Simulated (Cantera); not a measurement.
Ignition delay

Mixture: 33.5 % H2, 14.0 % O2, 52.6 % N2, at 825 Torr, adiabatic and at constant pressure. Ignition delay is the time to a rise of 400 K.

Computed with Cantera and GRI-Mech 3.0 (53 species, 325 reactions). Where the delays flatten at high temperature, the 400 K rule measures the pace of heat release, not the induction time.

```tsv
T0 (K)	delay (ms)
1225	0.0383
1325	0.0250
1425	0.0186
1525	0.0153
1625	0.0137
1725	0.0132
```
